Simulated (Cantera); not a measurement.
Feed: 1 mol Si, 3.1 mol CO2, 10 mol H2, at 925 K.

Cantera equilibrium calculation (NASA polynomials, part measured and part estimated; ideal gas, pure solids and liquids). Candidate condensed phases: C, C6H6, C7H8, C8H18, H2O, Si, SiC, SiO2; 123 gas species. Equilibrium is a limit: real reactors are often held back by kinetics, nucleation or transport.

x: gas mole fraction; n: condensed amount in mol.

```tsv
P (Pa)	x H2	x H2O	x CH4	x CO	x CO2	x C2H6	n SiO2(β-quartz)
10	0.710	0.0530	4.69e-9	0.206	0.0310	<1e-12	1.00
120	0.710	0.0530	6.76e-7	0.206	0.0310	<1e-12	1.00
1600	0.710	0.0531	___	0.206	0.0311	___	1.00
19000	0.694	0.0630	0.0126	0.194	0.0357	1.97e-8	1.00
240000	___	___	___	___	___	___	1.00
3000000	0.257	0.367	0.294	0.0210	0.0606	2.92e-5	1.00
```

Q: Some entries are withheld; supply them.

A: 
- 240000, x H2: 0.516
- 240000, x H2O: 0.181
- 240000, x CH4: 0.141
- 240000, x CO: 0.0952
- 240000, x CO2: 0.0674
- 240000, x C2H6: 3.32e-6
- 1600, x CH4: 0.000120
- 1600, x C2H6: 1.75e-12
